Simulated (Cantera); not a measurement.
Cantera run:

```python
import numpy as np
import cantera as ct

gas_names = """
    CL CL2 N N2 Si SiCL SiCL2 SiCL3 SiCL4 SiN Si2 Si2N Si3
""".split()
cond_names = """
    Si(cr) Si(L) Si3N4(a)
""".split()


# ... load() reads the species with a 1 bar reference pressure and builds the phases ...
atoms = {
    'SiCl4': {'Si': 1, 'CL': 4},
    'Cl2': {'CL': 2},
    'N2': {'N': 2},
}
top_T = {'Si3N4(a)': 2400}  # K; cautious upper limits of use, not melting points


# ... equilibrate(T, P, feed) seeds the gas with the atoms and calls Mixture.equilibrate('TP', solver="vcs", rtol=1e-11, max_steps=5000) ...
results = []
feed = {'SiCl4': 1, 'Cl2': 0.0066, 'N2': 9.6}  # mol
P = 740  # Pa
for T in [1073, 1173, 1273, 1373, 1473, 1573, 1673]:
    mix = equilibrate(T, P, feed)
    results.append((T, P, feed, dict(zip(mix.species_names, mix.species_moles))))

top = {s: max(r[3][s] / sum(r[3][g] for g in gas_names) for r in results) for s in gas_names}
cols = sorted((s for s in top if top[s] > 1e-06), key=lambda s: -top[s])[:5]
seen = [c for c in cond_names if any(r[3].get(c, 0) > 1e-12 for r in results)]
print("log10 of partial pressures in bar; condensed amounts in mol")
print(f"{'T/K':>10s}" + "".join(f"{s[:9]:>10s}" for s in cols + seen))
for T, P, feed, n in results:
    ng = sum(n[g] for g in gas_names)
    print(f"{T:10.4g}" + "".join(f"{np.log10(max(n[s] / ng * P / 1e5, 1e-99)):10.3f}" for s in cols)
          + "".join(f"{n.get(c, 0):10.4g}" for c in seen))
```

Result:

```
log10 of partial pressures in bar; condensed amounts in mol
       T/K        N2     SiCL4        CL     SiCL3     SiCL2
      1073    -2.174    -3.156    -5.691    -8.654   -12.948
      1173    -2.174    -3.157    -5.292    -7.422   -10.693
      1273    -2.174    -3.157    -5.081    -6.259    -8.545
      1373    -2.175    -3.160    -4.862    -5.308    -6.790
      1473    -2.176    -3.172    -4.481    -4.688    -5.669
      1573    -2.179    -3.206    -4.058    -4.261    -4.896
      1673    -2.187    -3.286    -3.666    -3.955    -4.305
```

Cantera equilibrium calculation (NASA polynomials, part measured and part estimated; ideal gas, pure solids and liquids). The tables' values for SiCl3 are old estimates; treat these amounts as uncertain.
